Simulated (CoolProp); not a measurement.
A Linde-Hampson liquefier for ethane: isothermal reversible compression at 320 K from 1 atm to 20 MPa, throttling to 1 atm, return gas leaving the recuperator 10 K below the feed. Each further row changes one setting.

Computed with CoolProp (reference Helmholtz-energy equation of state, Bücker 2006).

| case | liquid yield per pass | compression work (kJ/kg of gas) |
|---|---|---|
| as stated | 0.451 | 366 |
| high pressure 40 MPa | 0.446 | 414 |
| warm-end temperature 350 K | 0.364 | 429 |
| warm-end gap 15 K | 0.444 | 366 |
